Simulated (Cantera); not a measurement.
Input: 1 mol Si₃N₄, 1.4 mol HCl, 2 mol H₂, held at 2.50 Pa.

Cantera equilibrium calculation (NASA polynomials, part measured and part estimated; ideal gas, pure solids and liquids). Candidate condensed phases: NH₄Cl, Si, Si₃N₄; 28 gas species. Mutual solubility and eutectic melting of coexisting phases are not modelled. Gases not in the tables: Si₂H₆ and higher silanes. Equilibrium is a limit: real reactors are often held back by kinetics, nucleation or transport.

**Question.** Which condensed phases are stable at each of these points (T (K)): 1375, 1425, 1475, 1525, 1575, 1625, 1675, 1725, 1775, 1825, 1875, 1925?

**Answer.** 
```tsv
T (K)	condensed phases	Si condensed (%)
1375	Si(s) + Si₃N₄(s)	86.4
1425	Si(s)	86.2
1475	Si(s)	86.1
1525	Si(s)	85.8
1575	Si(s)	85.4
1625	Si(s)	84.5
1675	Si(s)	82.2
1725	Si(l)	77.6
1775	Si(l)	67.3
1825	Si(l)	42.6
1875	gas only	0.0
1925	gas only	0.0
```

At 1375 K the condensed part is Si(s) + Si₃N₄(s). From 1425 K to 1675 K the condensed part is Si(s). From 1725 K to 1825 K the condensed part is Si(l). From 1875 K to 1925 K nothing is condensed.
